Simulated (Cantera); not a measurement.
An adiabatic, constant-volume homogeneous reactor starts with CH4 : H2 : O2 : N2 = 1 : 0.27 : 3.75 : 14.1 (molar parts), at 1450 K and 0.987 atm. Integrator tolerance rtol = 1e-08.

Computed with Cantera and GRI-Mech 3.0 (53 species, 325 reactions).

```tsv
quantity	before	after
time of steepest temperature rise	0.477 ms	0.181 ms
temperature at 0.300 s	2638 K	2694 K
equilibrium temperature	2638 K	2694 K
x(CH4) at 0.300 s	<1e-12 (gas-phase equilibrium <1e-12)	<1e-12 (gas-phase equilibrium <1e-12)
x(H2) at 0.300 s	0.00323 (gas-phase equilibrium 0.00323)	0.00227 (gas-phase equilibrium 0.00227)
x(O2) at 0.300 s	0.0754 (gas-phase equilibrium 0.0754)	0.0746 (gas-phase equilibrium 0.0746)
x(CO) at 0.300 s	0.00864 (gas-phase equilibrium 0.00864)	0.00639 (gas-phase equilibrium 0.00639)
x(C2H6) at 0.300 s	<1e-12 (gas-phase equilibrium <1e-12)	<1e-12 (gas-phase equilibrium <1e-12)
x(C2H) at 0.300 s	<1e-12 (gas-phase equilibrium <1e-12)	<1e-12 (gas-phase equilibrium <1e-12)
```

Q: What was changed between the two runs?
A) constant pressure in place of constant volume
B) pressure from 0.987 atm to 1.18 atm
C) pressure from 0.987 atm to 3.36 atm
D) pressure from 0.987 atm to 0.257 atm

A: C, pressure from 0.987 atm to 3.36 atm
